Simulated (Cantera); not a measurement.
**Moist CO burnout**

A perfectly stirred reactor is fed with CO : O2 : H2O : N2 = 0.0012 : 0.033 : 0.022 : 1 (molar parts), equivalence ratio 0.018, at 100000 Pa; it is held at 1400 K, and followed from long to short residence time.

Model: GRI-Mech 3.0 (53 species, 325 reactions), integrated in Cantera.

```json
[
 {"τ (s)": "8.3", "x CO": "2.80e-6", "x O2": "0.0307", "x H2O": "0.0208", "x H2O2": "1.44e-9", "x H": "9.05e-9", "x HO2": "2.16e-8", "x N2O": "7.68e-8"},
 {"τ (s)": "2.7", "x CO": "6.17e-6", "x O2": "0.0307", "x H2O": "0.0208", "x H2O2": "2.67e-9", "x H": "2.46e-8", "x HO2": "3.96e-8", "x N2O": "1.40e-7"},
 {"τ (s)": "0.90", "x CO": "1.31e-5", "x O2": "0.0307", "x H2O": "0.0208", "x H2O2": "4.97e-9", "x H": "6.85e-8", "x HO2": "7.73e-8", "x N2O": "2.41e-7"},
 {"τ (s)": "0.30", "x CO": "2.77e-5", "x O2": "0.0307", "x H2O": "0.0208", "x H2O2": "9.19e-9", "x H": "1.93e-7", "x HO2": "1.53e-7", "x N2O": "3.60e-7"},
 {"τ (s)": "0.099", "x CO": "5.80e-5", "x O2": "0.0307", "x H2O": "0.0208", "x H2O2": "1.66e-8", "x H": "5.46e-7", "x HO2": "2.99e-7", "x N2O": "4.27e-7"},
 {"τ (s)": "0.033", "x CO": "0.000119", "x O2": "0.0307", "x H2O": "0.0208", "x H2O2": "2.85e-8", "x H": "1.48e-6", "x HO2": "5.54e-7", "x N2O": "3.92e-7"},
 {"τ (s)": "0.011", "x CO": "0.000235", "x O2": "0.0308", "x H2O": "0.0208", "x H2O2": "4.54e-8", "x H": "3.66e-6", "x HO2": "9.44e-7", "x N2O": "2.93e-7"},
 {"τ (s)": "0.0036", "x CO": "0.000443", "x O2": "0.0309", "x H2O": "0.0207", "x H2O2": "6.33e-8", "x H": "7.49e-6", "x HO2": "1.41e-6", "x N2O": "1.77e-7"},
 {"τ (s)": "0.0012", "x CO": "0.000741", "x O2": "0.0310", "x H2O": "0.0207", "x H2O2": "6.53e-8", "x H": "9.29e-6", "x HO2": "1.61e-6", "x N2O": "7.46e-8"},
 {"τ (s)": "0.00039", "x CO": "0.00106", "x O2": "0.0312", "x H2O": "0.0208", "x H2O2": "1.84e-8", "x H": "2.38e-6", "x HO2": "9.09e-7", "x N2O": "8.14e-9"}
]
```
x: mole fraction; the columns are a selection and need not sum to one.
